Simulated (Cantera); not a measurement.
PH₃ + O₂ + H₂ (abatement and gas-phase synthesis)

Charge: 1 mol PH₃, 4.5 mol O₂, 0.14 mol H₂, equilibrated at 1500 °C and 7.50 Torr.

Cantera equilibrium calculation (NASA polynomials, part measured and part estimated; ideal gas, pure solids and liquids). Candidate condensed phases: H₂O, P, P₄O₁₀; 17 gas species. Gases not in the tables: HPO₂, HPO₃ and P₄O₆. The numbers say what is thermodynamically allowed, not how fast it happens.

x(O₂): 0.502
x(H₂O): 0.306
x(PO₂): 0.187
x(OH): 0.00402
x(O): 0.000665
x(H₂): 0.000180
x(P₄O₁₀): 0.000144
x(PO): 6.04e-5
x(H): 3.82e-5
gas amount: 5.325 mol
log10 activity of P(l) (absent): -9.58
